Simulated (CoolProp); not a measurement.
Methane at 335.51 K and 0.23 MPa flows at 1 m/s in a round tube of 50 mm bore and 15 µm roughness, fully developed (64/Re and Nu = 3.66 if laminar; Colebrook and Gnielinski if turbulent). Each further row changes one setting.

Computed with CoolProp (reference Helmholtz-energy equation of state, Setzmann 1991).

```tsv
case	Reynolds number	Darcy friction factor	pressure drop (Pa/m)	heat-transfer coefficient (W/(m² K))	mass flow (kg/h)
as stated	5360	0.0370	0.491	?	9.37
velocity 2 m/s	10700	0.0308	?	25.4	18.7
diameter 100 mm	10700	0.0306	0.203	12.6	?
```

Question: Some entries are withheld; supply them.

Answer: 
- as stated, heat-transfer coefficient (W/(m² K)): 13.9
- velocity 2 m/s, pressure drop (Pa/m): 1.63
- diameter 100 mm, mass flow (kg/h): 37.5

Viscosity comes from a separate model (Quiñones-Cisneros 2006). Thermal conductivity comes from a separate model (Friend 1989).
